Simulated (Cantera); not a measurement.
## Premixed flame

A freely propagating, adiabatic, planar premixed flame of C₃H₈ : O₂ : N₂ = 1 : 6.17 : 23.2 (molar parts), unburnt at 400 K and 5.53 atm; unity-Lewis-number transport, grid criteria slope 0.08 and curve 0.16, no radiation.

Model: GRI-Mech 3.0 (53 species, 325 reactions), integrated in Cantera. GRI-Mech 3.0 was tuned for natural gas; its chemistry of propane as a main component is partial and can be far from experiment. Unity Lewis numbers drop preferential diffusion, which matters most where H2 and H carry the flame. Burning velocities carry a grid error of a few per cent, more on coarse grids.

```json
[
 {"z (mm)": "-0.298", "T (K)": "401", "u (m/s)": "0.318", "x C₃H₈": "0.0329", "x O₂": "0.203", "x C₂H": "<1e-8", "x N₂O": "<1e-8", "x CO₂": "3.01e-5", "x HCO": "<1e-8"},
 {"z (mm)": "-0.199", "T (K)": "407", "u (m/s)": "0.323", "x C₃H₈": "0.0327", "x O₂": "0.203", "x C₂H": "<1e-8", "x N₂O": "<1e-8", "x CO₂": "0.000222", "x HCO": "<1e-8"},
 {"z (mm)": "-0.149", "T (K)": "423", "u (m/s)": "0.336", "x C₃H₈": "0.0323", "x O₂": "0.201", "x C₂H": "<1e-8", "x N₂O": "<1e-8", "x CO₂": "0.000771", "x HCO": "<1e-8"},
 {"z (mm)": "-0.0993", "T (K)": "517", "u (m/s)": "0.412", "x C₃H₈": "0.0297", "x O₂": "0.192", "x C₂H": "<1e-8", "x N₂O": "4.74e-8", "x CO₂": "0.00391", "x HCO": "<1e-8"},
 {"z (mm)": "-0.0497", "T (K)": "930", "u (m/s)": "0.756", "x C₃H₈": "0.0179", "x O₂": "0.150", "x C₂H": "<1e-8", "x N₂O": "2.25e-7", "x CO₂": "0.0185", "x HCO": "5.12e-8"},
 {"z (mm)": "-0.0248", "T (K)": "1314", "u (m/s)": "1.09", "x C₃H₈": "0.00710", "x O₂": "0.109", "x C₂H": "<1e-8", "x N₂O": "4.01e-7", "x CO₂": "0.0330", "x HCO": "2.47e-6"},
 {"z (mm)": "0", "T (K)": "1712", "u (m/s)": "1.43", "x C₃H₈": "0.000265", "x O₂": "0.0676", "x C₂H": "3.78e-7", "x N₂O": "6.39e-7", "x CO₂": "0.0510", "x HCO": "2.56e-5"},
 {"z (mm)": "0.0248", "T (K)": "1887", "u (m/s)": "1.58", "x C₃H₈": "2.20e-7", "x O₂": "0.0504", "x C₂H": "1.21e-7", "x N₂O": "9.37e-7", "x CO₂": "0.0665", "x HCO": "2.44e-6"},
 {"z (mm)": "0.0497", "T (K)": "1964", "u (m/s)": "1.63", "x C₃H₈": "<1e-8", "x O₂": "0.0453", "x C₂H": "<1e-8", "x N₂O": "1.14e-6", "x CO₂": "0.0758", "x HCO": "1.12e-7"},
 {"z (mm)": "0.0993", "T (K)": "2041", "u (m/s)": "1.69", "x C₃H₈": "<1e-8", "x O₂": "0.0413", "x C₂H": "<1e-8", "x N₂O": "1.31e-6", "x CO₂": "0.0846", "x HCO": "<1e-8"},
 {"z (mm)": "0.199", "T (K)": "2098", "u (m/s)": "1.73", "x C₃H₈": "<1e-8", "x O₂": "0.0388", "x C₂H": "<1e-8", "x N₂O": "1.29e-6", "x CO₂": "0.0906", "x HCO": "<1e-8"},
 {"z (mm)": "0.397", "T (K)": "2129", "u (m/s)": "1.75", "x C₃H₈": "<1e-8", "x O₂": "0.0376", "x C₂H": "<1e-8", "x N₂O": "9.28e-7", "x CO₂": "0.0935", "x HCO": "<1e-8"},
 {"z (mm)": "0.794", "T (K)": "2139", "u (m/s)": "1.75", "x C₃H₈": "<1e-8", "x O₂": "0.0373", "x C₂H": "<1e-8", "x N₂O": "6.16e-7", "x CO₂": "0.0946", "x HCO": "<1e-8"}
]
```
x: mole fraction of selected species; z is measured from the peak of heat release.

| Property | Value |
|---|---|
| laminar burning velocity | 31.7 cm/s |
| thermal thickness | 0.0993 mm |
| peak x(C₂H) | 4.73e-7 |
| peak x(HCO) | 2.58e-5 |
| grid points | 132 |
